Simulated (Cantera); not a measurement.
**Equilibrium for halide evaporation, hydrolysis and transport: CaCl2 + H2 + N2**

Charge: 1 mol CaCl2, 15 mol H2, 6.6 mol N2.

Equilibrium computed with Cantera from the NASA thermochemical tables; the gas is ideal and each condensed phase is pure. Candidate condensed phases: Ca, CaCl2, NH4Cl; 16 gas species. The numbers say what is thermodynamically allowed, not how fast it happens.

Stable condensed phases:

```
T in °C \ P in Pa
           0.10   0.72    5.2     37    270   1900  14000 100000
   1700       A      A      A      A      A      A      A      A
   1650       A      A      A      A      A      A      A      A
   1600       A      A      A      A      A      A      A      A
   1550       A      A      A      A      A      A      A      A
   1500       A      A      A      A      A      A      A      B
   1450       A      A      A      A      A      A      A      B
   1400       A      A      A      A      A      A      A      B
   1350       A      A      A      A      A      A      A      B
   1300       A      A      A      A      A      A      B      B
   1250       A      A      A      A      A      A      B      B
   1200       A      A      A      A      A      A      B      B
   1150       A      A      A      A      A      B      B      B
```

A: gas only; B: CaCl2.
